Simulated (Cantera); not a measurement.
Cantera run:

```python
import numpy as np
import cantera as ct

gas_names = """
    B BH BH2 BH3 BO BO2 B2 B2O B2O2 B2O3 B3O3H3 H HBO HBO2 HO2 H2 H2O H2O2 H3B3O6 O OH O2 O3
""".split()
cond_names = """
    B(b) B(L) B2O3(L) B3O3H3(cr) H2O(s) H2O(L)
""".split()


# ... load() reads the species with a 1 bar reference pressure and builds the phases ...
atoms = {
    'B': {'B': 1},
    'O2': {'O': 2},
    'H2': {'H': 2},
}
top_T = {}  # K; cautious upper limits of use, not melting points


# ... equilibrate(T, P, feed) seeds the gas with the atoms and calls Mixture.equilibrate('TP', solver="vcs", rtol=1e-11, max_steps=5000) ...
results = []
feed = {'B': 1, 'O2': 0.12, 'H2': 3}  # mol
P = 1333.22  # Pa
for T in [1198, 1298, 1398, 1498, 1598, 1698, 1798]:
    mix = equilibrate(T, P, feed)
    results.append((T, P, feed, dict(zip(mix.species_names, mix.species_moles))))

top = {s: max(r[3][s] / sum(r[3][g] for g in gas_names) for r in results) for s in gas_names}
cols = sorted((s for s in top if top[s] > 0.001), key=lambda s: -top[s])[:8]
seen = [c for c in cond_names if any(r[3].get(c, 0) > 1e-12 for r in results)]
print("log10 of partial pressures in bar; condensed amounts in mol")
print(f"{'T/K':>10s}" + "".join(f"{s[:9]:>10s}" for s in cols + seen))
for T, P, feed, n in results:
    ng = sum(n[g] for g in gas_names)
    print(f"{T:10.4g}" + "".join(f"{np.log10(max(n[s] / ng * P / 1e5, 1e-99)):10.3f}" for s in cols)
          + "".join(f"{n.get(c, 0):10.4g}" for c in seen))
```

It prints:

```
log10 of partial pressures in bar; condensed amounts in mol
       T/K        H2       HBO      B2O2         H        BO      B2O3      B(b)   B2O3(L)
      1198    -1.876    -5.181    -7.166    -7.659    -9.322    -8.065    0.8371   0.07711
      1298    -1.877    -4.490    -5.956    -6.908    -7.963    -6.754     0.835   0.07489
      1398    -1.880    -3.903    -4.925    -6.265    -6.804    -5.640    0.8266   0.06549
      1498    -1.893    -3.402    -4.037    -5.711    -5.803    -4.681    0.7938   0.02674
      1598    -1.902    -3.225    -3.784    -5.225    -5.191    -4.627    0.7679         0
      1698    -1.904    -3.188    -3.805    -4.792    -4.774    -4.944    0.7639         0
      1798    -1.906    -3.169    -3.850    -4.406    -4.417    -5.263    0.7617         0
```

Method: chemical equilibrium by Gibbs-energy minimisation in Cantera with the NASA 1993 tables (ideal gas, pure condensed phases). Mutual solubility and eutectic melting of coexisting phases are not modelled. The tables' values for BH2 are old estimates; treat these amounts as uncertain.
